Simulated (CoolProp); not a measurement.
Vapour-liquid equilibrium of acetone (1) + cyclohexane (2) at 322.3 K; x and y are mole fractions of (1).

The numbers come from the multi-fluid Helmholtz-energy mixture model, Lemmon 2006 and Zhou 2014; pair parameters Bell 2016 in CoolProp.

**Question.** Give the bubble pressure and the first vapour's composition at x = 0.35, 0.45, 0.55. Is there an azeotrope?

**Answer.** x = 0.35: 0.8224 bar, y = 0.643; x = 0.45: 0.8415 bar, y = 0.663; x = 0.55: 0.8548 bar, y = 0.682. y crosses x between x = 0.65 and 0.75: the model has an azeotrope there.

Pair parameters are fitted to limited data, so mixtures are less certain than the pure fluids. With so large a gap from Raoult's law the liquid may split in two, which this calculation doesn't test in full.
